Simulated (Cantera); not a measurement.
An adiabatic, constant-volume homogeneous reactor starts with CH4 : C2H6 : C3H8 : O2 : N2 : CO2 = 1 : 0.065 : 0.28 : 9.8 : 36.9 : 2.2 (molar parts), equivalence ratio 0.37, at 1375 K and 290000 Pa. Integrator tolerance rtol = 1e-08.

Cantera simulation using GRI-Mech 3.0 (53 species, 325 reactions); the numbers are that mechanism's predictions, not measurements.

**Question.** What does this change do: pressure from 290000 Pa to 1200000 Pa?

**Answer.** 
```json
[
 {"quantity": "time of steepest temperature rise", "before": "0.214 ms", "after": "0.101 ms"},
 {"quantity": "temperature at 1.00 s", "before": "2271 K", "after": "2282 K"},
 {"quantity": "equilibrium temperature", "before": "2271 K", "after": "2282 K"},
 {"quantity": "x(CH4) at 1.00 s", "before": "<1e-12 (gas-phase equilibrium <1e-12)", "after": "<1e-12 (gas-phase equilibrium <1e-12)"},
 {"quantity": "x(C2H6) at 1.00 s", "before": "<1e-12 (gas-phase equilibrium <1e-12)", "after": "<1e-12 (gas-phase equilibrium <1e-12)"},
 {"quantity": "x(C3H8) at 1.00 s", "before": "<1e-12 (gas-phase equilibrium <1e-12)", "after": "<1e-12 (gas-phase equilibrium <1e-12)"},
 {"quantity": "x(NO) at 1.00 s", "before": "0.0106 (gas-phase equilibrium 0.0106)", "after": "0.0108 (gas-phase equilibrium 0.0108)"},
 {"quantity": "x(CH2CO) at 1.00 s", "before": "<1e-12 (gas-phase equilibrium <1e-12)", "after": "<1e-12 (gas-phase equilibrium <1e-12)"},
 {"quantity": "x(H) at 1.00 s", "before": "4.68e-5 (gas-phase equilibrium 4.68e-5)", "after": "1.76e-5 (gas-phase equilibrium 1.76e-5)"},
 {"quantity": "x(HO2) at 1.00 s", "before": "5.64e-6 (gas-phase equilibrium 5.64e-6)", "after": "8.37e-6 (gas-phase equilibrium 8.37e-6)"}
]
```
The pressure lies above the range GRI-Mech 3.0 was tuned for (to about 10 atm).

**Question.** What does this change do: constant pressure in place of constant volume?

**Answer.** 
| quantity | before | after |
|---|---|---|
| time of steepest temperature rise | 0.214 ms | 0.229 ms |
| temperature at 1.00 s | 2271 K | 2103 K |
| equilibrium temperature | 2271 K | 2101 K |
| x(CH4) at 1.00 s | <1e-12 (gas-phase equilibrium <1e-12) | <1e-12 (gas-phase equilibrium <1e-12) |
| x(C2H6) at 1.00 s | <1e-12 (gas-phase equilibrium <1e-12) | <1e-12 (gas-phase equilibrium <1e-12) |
| x(C3H8) at 1.00 s | <1e-12 (gas-phase equilibrium <1e-12) | <1e-12 (gas-phase equilibrium <1e-12) |
| x(NO) at 1.00 s | 0.0106 (gas-phase equilibrium 0.0106) | 0.00664 (gas-phase equilibrium 0.00721) |
| x(CH2CO) at 1.00 s | <1e-12 (gas-phase equilibrium <1e-12) | <1e-12 (gas-phase equilibrium <1e-12) |
| x(H) at 1.00 s | 4.68e-5 (gas-phase equilibrium 4.68e-5) | 1.53e-5 (gas-phase equilibrium 1.51e-5) |
| x(HO2) at 1.00 s | 5.64e-6 (gas-phase equilibrium 5.64e-6) | 2.86e-6 (gas-phase equilibrium 2.85e-6) |
